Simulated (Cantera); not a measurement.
## Ignition delay

Mixture: C₃H₈ : O₂ : N₂ = 0.62 : 7.04 : 26.5 (molar parts), at 0.908 atm, adiabatic and at constant volume. Ignition delay is the time to a rise of 400 K.

Detailed kinetics in Cantera: GRI-Mech 3.0 (53 species, 325 reactions). GRI-Mech 3.0 was tuned for natural gas; its chemistry of propane as a main component is partial and can be far from experiment. Where the delays flatten at high temperature, the 400 K rule measures the pace of heat release, not the induction time.

| T0 (K) | delay (ms) |
|---|---|
| 1175 | 9.31 |
| 1275 | 1.32 |
| 1375 | 0.281 |
| 1475 | 0.0893 |
| 1575 | 0.0391 |
| 1675 | 0.0215 |
| 1775 | 0.0137 |
| 1875 | 0.00971 |
| 1975 | 0.00739 |
| 2075 | 0.00594 |

The apparent activation energy between 1875 and 2075 K comes out as 79 kJ/mol.
